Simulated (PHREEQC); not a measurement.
Dissolve 0.27 mol NH4HS, 8e-05 mol Ba(OH)2 and 7.5e-05 mol Na2S per kg of water at 20 °C. Closed to the air; pH follows from the charge balance.

Model: ion-association model, wateq4f.dat, run in PHREEQC.

```
quantity           before     after
---------------  --------  --------
pH                   8.18      8.20
H2S (mol/kgw)      0.0113   0.00607
BaOH+ (mol/kgw)  1.55e-10  9.61e-11
```

**Question.** Name the change that produced these shifts.
A. Ba(OH)2 from 8e-05 to 0.00012 mol/kgw
B. Na2S from 7.5e-05 to 0.00075 mol/kgw
C. diluted 2-fold with water
D. temperature from 20 to 75 °C
E. NH4HS replaced by NaHS at the same molality

**Answer.** C, diluted 2-fold with water

No solid was allowed to form.
